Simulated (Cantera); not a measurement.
An adiabatic, constant-volume homogeneous reactor starts with CH₄ : CO : O₂ : N₂ = 1 : 0.85 : 4.25 : 16 (molar parts), equivalence ratio 0.57, at 950 K and 22500 Torr. Integrator tolerance rtol = 1e-08.

Computed with Cantera and GRI-Mech 3.0 (53 species, 325 reactions). The pressure lies above the range GRI-Mech 3.0 was tuned for (to about 10 atm). Below about 1000 K GRI-Mech 3.0 lacks low-temperature oxidation paths.

**Question.** What does this change do: pressure from 22500 Torr to 13500 Torr?

**Answer.** 
| quantity | before | after |
|---|---|---|
| time of steepest temperature rise | 0.149 s | 0.239 s |
| temperature at 7.00 s | 2464 K | 2459 K |
| equilibrium temperature | 2464 K | 2459 K |
| x(CH₄) at 7.00 s | <1e-12 (gas-phase equilibrium <1e-12) | <1e-12 (gas-phase equilibrium <1e-12) |
| x(CO) at 7.00 s | 0.00106 (gas-phase equilibrium 0.00106) | 0.00133 (gas-phase equilibrium 0.00133) |
| x(O₂) at 7.00 s | 0.0773 (gas-phase equilibrium 0.0773) | 0.0773 (gas-phase equilibrium 0.0773) |
| x(HO₂) at 7.00 s | 1.73e-5 (gas-phase equilibrium 1.73e-5) | 1.50e-5 (gas-phase equilibrium 1.50e-5) |
| x(HCO) at 7.00 s | 4.09e-10 (gas-phase equilibrium 4.09e-10) | 4.38e-10 (gas-phase equilibrium 4.38e-10) |
| x(C₂H) at 7.00 s | <1e-12 (gas-phase equilibrium <1e-12) | <1e-12 (gas-phase equilibrium <1e-12) |
